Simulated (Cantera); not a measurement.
A perfectly stirred reactor is fed with CH4 : O2 : N2 = 1.4 : 3.64 : 14.5 (molar parts), equivalence ratio 0.77, at 345 Torr; it is adiabatic with a 500 K inlet, and is followed from long to short residence time, starting on the burning branch (τ in s: 0.044, 0.019, 0.0078, 0.0033, 0.0014, 0.0006, 0.00025, 0.00011, 4.5e-05).

Cantera simulation using GRI-Mech 3.0 (53 species, 325 reactions); the numbers are that mechanism's predictions, not measurements.

### Question
Predict: blow-out, bracketed by the residence times tried; x(CH4) at τ = 44.0 ms; x(O2) at τ = 44.0 ms; x(CH2O) at τ = 44.0 ms; x(H2) at τ = 44.0 ms; x(O) at τ = 44.0 ms; x(CH4) at τ = 1.40 ms; x(O2) at τ = 1.40 ms; x(CH2O) at τ = 1.40 ms; x(H2) at τ = 1.40 ms; x(O) at τ = 1.40 ms.

### Answer
```
Property                                                                        Result
------------------------------------------------  ------------------------------------
blow-out, bracketed by the residence times tried  burning at 0.250 ms, out at 0.110 ms
x(CH4) at τ = 44.0 ms                                                          1.19e-5
x(O2) at τ = 44.0 ms                                                            0.0437
x(CH2O) at τ = 44.0 ms                                                         1.80e-6
x(H2) at τ = 44.0 ms                                                           0.00138
x(O) at τ = 44.0 ms                                                           0.000976
x(CH4) at τ = 1.40 ms                                                         0.000148
x(O2) at τ = 1.40 ms                                                            0.0494
x(CH2O) at τ = 1.40 ms                                                         1.84e-5
x(H2) at τ = 1.40 ms                                                           0.00601
x(O) at τ = 1.40 ms                                                            0.00468
```
